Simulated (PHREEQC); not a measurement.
Consider water at 30 °C with 0.0285 mol/kgw CuSO4 and 1.3 mol/kgw NaCl. It is in equilibrium with CO2 at log p = -2 (atm). Otherwise closed; pH follows from the charge balance.

The numbers come from PHREEQC with the ion-association model, wateq4f.dat.

No solid was allowed to form.

Problem. Order these Cu species by the share of Cu that they hold, largest first: Cu+2, CuCl2, CuCl+, CuSO4.

Solution. Cu+2 (49 %), CuCl+ (41 %), CuCl2 (7.3 %), CuSO4 (2.6 %)

The pH is 4.72 and the ionic strength 1.35 mol/kgw. The solution is supersaturated, for example in Atacamite, so a real one may precipitate; this is no full list. Ionic strength above about 0.7 mol/kgw puts this run outside the model's range. Complexes and solids missing from the database can't appear.
